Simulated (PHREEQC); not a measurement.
## Copper plating or etch bath: speciation

Consider water at 25 °C with 150 mmol/kgw CuSO4, 0.23 mmol/kgw HBF4 and 0.36 mmol/kgw Na2SO4. Closed to the air; pH follows from the charge balance.

Computed with PHREEQC (ion-association model, phreeqc.dat).

```json
{
  "pH": "3.67",
  "ionic_strength": "0.296 mol/kgw",
  "specific_conductance": "11600 µS/cm",
  "density": "1.021 g/cm³",
  "total_alkalinity": "-0.920 meq/kg"
}
```

| species | molality | activity | log γ |
|---|---|---|---|
| CuSO4 | 0.0761 | 0.0815 | 0.030 |
| Cu+2 | 0.0737 | 0.0215 | -0.536 |
| SO4-2 | 0.0736 | 0.0186 | -0.598 |
| Na+ | 0.000658 | 0.000481 | -0.136 |
| F- | 0.000588 | 0.000397 | -0.171 |
| HSO4- | 0.000530 | 0.000389 | -0.134 |
| H+ | 0.000275 | 0.000215 | -0.106 |
| H3BO3 | 0.000229 | 0.000246 | 0.030 |
| CuF+ | 0.000211 | 0.000155 | -0.134 |
| HF | 0.000120 | 0.000128 | 0.030 |
| NaSO4- | 6.20e-5 | 4.48e-5 | -0.141 |

No solid was allowed to form. Real BF4- forms and hydrolyses slowly; the run takes it at equilibrium.
